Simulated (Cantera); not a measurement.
# Hydrocarbon pyrolysis for carbon deposition

A perfectly stirred reactor is fed with 0.709 % C2H6, 99.3 % N2, at 0.248 Torr; it is held at 1225 K, and followed from long to short residence time.

Cantera simulation using GRI-Mech 3.0 (53 species, 325 reactions); the numbers are that mechanism's predictions, not measurements. GRI-Mech 3.0 stops at C3 and has no aromatics, soot or wall deposition, so with more carbon than oxygen in the feed, carbon stays in small species such as C2H2 where larger ones or solid carbon would form. Radical loss at walls, strong at low pressure, is not modelled.

```csv
τ (s),x C2H6,x H2,x C2H2,x CH3,x HCN,x H
0.99,0.00637,0.000568,9.97e-6,0.000157,8.31e-9,7.24e-6
0.31,0.00698,6.76e-5,1.33e-7,5.68e-5,7.20e-10,2.51e-6
0.096,0.00708,3.09e-6,3.98e-10,1.88e-5,2.07e-12,3.64e-7
0.030,0.00709,8.66e-8,1.22e-12,6.08e-6,<1e-12,3.27e-8
0.0092,0.00709,1.87e-9,<1e-12,1.88e-6,<1e-12,2.30e-9
0.0029,0.00709,3.81e-11,<1e-12,5.95e-7,<1e-12,1.49e-10
0.00089,0.00709,1.11e-12,<1e-12,1.83e-7,<1e-12,1.42e-11
0.00028,0.00709,<1e-12,<1e-12,5.75e-8,<1e-12,3.25e-12
```
x: mole fraction; the columns are a selection and need not sum to one.
